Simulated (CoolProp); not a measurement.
Vapour-liquid equilibrium of CH2F2 (R32) (1) + R123 (2) at 296.8 K; x and y are mole fractions of (1).

The numbers come from the multi-fluid Helmholtz-energy mixture model, Tillner-Roth 1997 and Younglove 1994; pair parameters Bell 2016 in CoolProp.

Q: Give the bubble pressure and the first vapour's composition at x = 0.05, 0.65, 0.75. Is there an azeotrope?

A: x = 0.05: 178.4 kPa, y = 0.519; x = 0.65: 1097 kPa, y = 0.950; x = 0.75: 1231 kPa, y = 0.964. No azeotrope shows between x = 0.05 and 0.95.

The pair parameters rest on a limited set of measurements; away from them the model extrapolates. The gap from Raoult's law changes sign with composition, which may be real or a fault of the pair parameters; it wasn't checked against measurements.
